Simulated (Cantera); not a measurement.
Input: 1 mol CuF₂, 6.8 mol O₂, 1.1 mol N₂, 0.032 mol HF, held at 0.760 bar.

Cantera equilibrium calculation (NASA polynomials, part measured and part estimated; ideal gas, pure solids and liquids). Candidate condensed phases: Cu, CuF₂, CuO, Cu(OH)₂, Cu₂O, H₂O; 45 gas species. Equilibrium is a limit: real reactors are often held back by kinetics, nucleation or transport.

Problem. Which condensed phases are stable at each of these points (T (K)): 1250, 1350, 1450, 1550, 1650, 1750, 1850, 1950, 2050?

Solution. 
```tsv
T (K)	condensed phases	Cu condensed (%)
1250	CuF₂(l)	97.5
1350	CuF₂(l)	90.4
1450	CuF₂(l)	69.8
1550	CuF₂(l)	16.7
1650	gas only	0.0
1750	gas only	0.0
1850	gas only	0.0
1950	gas only	0.0
2050	gas only	0.0
```

From 1250 K to 1550 K the condensed part is CuF₂(l). From 1650 K to 2050 K nothing is condensed.
